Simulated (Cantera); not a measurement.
An adiabatic, constant-volume homogeneous reactor starts with C3H8 : O2 : N2 = 1 : 12.2 : 45.9 (molar parts), at 1575 K and 101000 Pa.

Detailed kinetics in Cantera: GRI-Mech 3.0 (53 species, 325 reactions). GRI-Mech 3.0 was tuned for natural gas; its chemistry of propane as a main component is partial and can be far from experiment.

Problem. Predict: time of steepest temperature rise; temperature at 2.00 s; equilibrium temperature; x(O2) at 2.00 s; x(NO2) at 2.00 s.

Solution. 
- time of steepest temperature rise: 36.9 µs
- temperature at 2.00 s: 2527 K
- equilibrium temperature: 2527 K
- x(O2) at 2.00 s: 0.109 (gas-phase equilibrium 0.109)
- x(NO2) at 2.00 s: 1.36e-5 (gas-phase equilibrium 1.36e-5)
